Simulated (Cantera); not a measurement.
Predominance diagram of Ca at 1577 °C against the partial pressures of O2 and Cl2 (log10, bar). Standard-state values (1 bar) from the NASA 1993 polynomials, evaluated with Cantera. Candidates: Ca(l), CaCl2(l), CaO(s). Only these pure phases compete in this equilibrium. Not in the tables: oxide halides.

```
log p(Cl2) \ log p(O2)
        columns: -17, -15.9, -14.7, -13.6, -12.5, -11.3, -10.2, -9.1, -7.9, -6.8, -5.7, -4.5, -3.4, -2.3, -1.1, 0
      1  A A A A A A A A A A A A A A A A
   -0.9  A A A A A A A A A A A A A A A A
   -2.8  A A A A A A A A A A A A A A A A
   -4.8  A A A A A A A A A A A A B B B B
   -6.7  A A A A A A A A A B B B B B B B
   -8.6  A A A A A B B B B B B B B B B B
  -10.5  A A B B B B B B B B B B B B B B
  -12.5  B B B B B B B B B B B B B B B B
  -14.4  B B B B B B B B B B B B B B B B
  -16.3  B B B B B B B B B B B B B B B B
  -18.2  B B B B B B B B B B B B B B B B
  -20.2  B B B B B B B B B B B B B B B B
  -22.1  B B B B B B B B B B B B B B B B
    -24  B B B B B B B B B B B B B B B B
```

A: CaCl2(l); B: CaO(s).
